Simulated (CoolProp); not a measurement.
CHF3 (R23) along the isobar 0.32 MPa: Z from the reference equation and from simpler models built on Tc = 299.3 K, pc = 4.832 MPa, ω = 0.263; each cubic takes its own stable root.

Computed with CoolProp (reference Helmholtz-energy equation of state, Penoncello 2003).

```json
[
 {"T (K)": "246.3", "phase": "gas", "reference": "0.9507"},
 {"T (K)": "251.7", "phase": "gas", "reference": "0.9546"},
 {"T (K)": "257.2", "phase": "gas", "reference": "0.9581"},
 {"T (K)": "262.7", "phase": "gas", "reference": "0.9612"},
 {"T (K)": "268.1", "phase": "gas", "reference": "0.9640"},
 {"T (K)": "273.6", "phase": "gas", "reference": "0.9665"},
 {"T (K)": "279", "phase": "gas", "reference": "0.9688"},
 {"T (K)": "284.5", "phase": "gas", "reference": "0.9709"},
 {"T (K)": "289.9", "phase": "gas", "reference": "0.9728"},
 {"T (K)": "295.4", "phase": "gas", "reference": "0.9745"},
 {"T (K)": "300.9", "phase": "gas", "reference": "0.9761"}
]
```

Task: How far does each simpler model (Pitzer virial, van der Waals, Redlich-Kwong, Soave-Redlich-Kwong, Peng-Robinson) lie from the reference over these 11 states: mean and median of the absolute difference, and the worst?

Result: 
- Pitzer virial: mean 0.2 %, median 0.2 %, worst +0.5 % at 246.3 K and 0.32 MPa
- van der Waals: mean 1.0 %, median 0.9 %, worst +1.8 % at 246.3 K and 0.32 MPa
- Redlich-Kwong: mean 0.4 %, median 0.4 %, worst +0.9 % at 246.3 K and 0.32 MPa
- Soave-Redlich-Kwong: mean 0.3 %, median 0.3 %, worst +0.6 % at 246.3 K and 0.32 MPa
- Peng-Robinson: mean 0.1 %, median 0.1 %, worst +0.3 % at 246.3 K and 0.32 MPa
